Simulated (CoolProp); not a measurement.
Vapour-liquid equilibrium of fluoroethane (R161) (1) + R227EA (2) at 256.6 K; x and y are mole fractions of (1).

Computed with CoolProp (multi-fluid Helmholtz-energy mixture model, Wu 2012 and Lemmon 2016; pair parameters Bell 2016).

```
x     bubble pressure (MPa)  y at the bubble point  dew pressure at overall composition x (MPa)  liquid density (mol/L)
----  ---------------------  ---------------------  -------------------------------------------  ----------------------
0.05                 0.1013                  0.060                                       0.1011                   9.330
0.2                  0.1095                  0.292                                       0.1054                   10.11
0.35                 0.1269                  0.531                                       0.1128                   10.96
0.5                  0.1510                  0.717                                       0.1239                   11.93
0.65                 0.1785                  0.843                                       0.1407                   13.03
0.8                  0.2066                  0.926                                       0.1677                   14.30
0.95                 0.2342                  0.984                                       0.2170                   15.80
```

No azeotrope shows between x = 0.05 and 0.95.

Pair parameters are fitted to limited data, so mixtures are less certain than the pure fluids.
